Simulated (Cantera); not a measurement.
A freely propagating, adiabatic, planar premixed flame of 17.6 % H₂, 17.3 % O₂, 65.1 % N₂, equivalence ratio 0.51, unburnt at 400 K and 110000 Pa; multicomponent transport, grid criteria slope 0.08 and curve 0.16, no radiation.

Computed with Cantera and the H2/O2 subset of GRI-Mech 3.0, which has no nitrogen chemistry. Burning velocities carry a grid error of a few per cent, more on coarse grids. Lean hydrogen flames are cellular in practice and burn faster than this planar one.

x: mole fraction of selected species; z is measured from the peak of heat release.

```csv
z (mm),T (K),u (m/s),x H₂,x O₂,x H,x HO₂,x O,x H₂O
-1.11,400,0.888,0.175,0.173,<1e-8,<1e-8,<1e-8,1.90e-6
-0.743,400,0.887,0.173,0.174,<1e-8,1.38e-7,<1e-8,2.27e-5
-0.557,402,0.885,0.168,0.175,<1e-8,1.11e-6,<1e-8,0.000152
-0.372,412,0.895,0.154,0.177,<1e-8,1.05e-5,6.14e-8,0.00115
-0.186,___,1.17,0.111,0.177,2.10e-5,0.000281,8.61e-6,0.0194
-0.0929,___,1.73,0.0756,0.163,0.000779,0.000251,0.000226,0.0575
0,___,2.34,0.0408,0.137,0.00331,0.000133,0.00171,0.108
0.0929,___,2.77,0.0176,0.114,0.00481,8.27e-5,0.00374,0.147
0.186,1479,3.01,0.00801,0.103,0.00412,5.87e-5,0.00431,0.166
0.372,1592,3.23,0.00319,0.0972,0.00200,3.60e-5,0.00315,0.177
0.743,1662,3.37,0.00128,0.0963,0.000517,1.73e-5,0.00136,0.182
1.49,1693,3.42,0.000389,0.0965,8.39e-5,6.14e-6,0.000415,0.185
2.97,1703,3.44,0.000106,0.0967,1.22e-5,1.98e-6,0.000116,0.186
```

### Question
Fill in the missing entries.

### Answer

- -0.186, T (K): 559
- -0.0929, T (K): 841
- 0, T (K): 1147
- 0.0929, T (K): 1358
